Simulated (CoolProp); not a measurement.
Vapour-liquid equilibrium of ethylene (1) + n-butane (2) at 225.9 K; x and y are mole fractions of (1).

Values from CoolProp's multi-fluid Helmholtz-energy mixture model, Smukala 2000 and Bücker 2006; pair parameters Bell 2016.

Task: Give the bubble pressure and the first vapour's composition at x = 0.35, 0.5, 0.65. Is there an azeotrope?

Result: x = 0.35: 0.3700 MPa, y = 0.975; x = 0.5: 0.5138 MPa, y = 0.984; x = 0.65: 0.6844 MPa, y = 0.991. No azeotrope shows between x = 0.05 and 0.95.

The pair parameters rest on a limited set of measurements; away from them the model extrapolates. The gap from Raoult's law changes sign with composition, which may be real or a fault of the pair parameters; it wasn't checked against measurements.
